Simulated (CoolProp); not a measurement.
Nitrous oxide at 298.15 K and 3.82 MPa is compressed adiabatically to 12.7 MPa with isentropic efficiency 0.75. Each further row changes one setting.

The numbers come from the reference Helmholtz-energy equation of state, Lemmon 2006 in CoolProp. It is a short technical equation, of lower accuracy than the large ones.

| case | work (kJ/kg) | final temperature (K) | final density (kg/m³) |
|---|---|---|---|
| as stated | 76.9 | 410.7 | [?] |
| efficiency 1 | [?] | [?] | 230 |
| efficiency 0.65 | 88.7 | [?] | [?] |

Question: Fill in the missing entries.

Answer: 
- as stated, final density (kg/m³): 213
- efficiency 1, work (kJ/kg): 57.7
- efficiency 1, final temperature (K): 398.3
- efficiency 0.65, final temperature (K): 418.7
- efficiency 0.65, final density (kg/m³): 204
